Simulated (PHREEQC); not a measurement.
A solution holds 0.05 mol KCl and 0.0073 mol FeCl3 per kg of water, at 81 °C. Closed to the air; pH follows from the charge balance.

All values are PHREEQC results (ion-association model, phreeqc.dat), not measurements.

Precipitation was switched off in this run.

Q: Order these Fe species by the share of Fe that they hold, largest first: FeOH+2, FeCl+2, Fe+3, Fe2(OH)2+4, Fe(OH)2+.

A: FeOH+2 (52 %), FeCl+2 (19 %), Fe2(OH)2+4 (13 %), Fe(OH)2+ (9.5 %), Fe+3 (5.7 %)

The pH is 2.29 and the ionic strength 0.0798 mol/kgw. Examples of supersaturated solids here: Hematite (slow to form), Goethite (slow to form). Others may be too. At this temperature some constants are extrapolated from 25 °C, and those without enthalpy data are left unchanged.
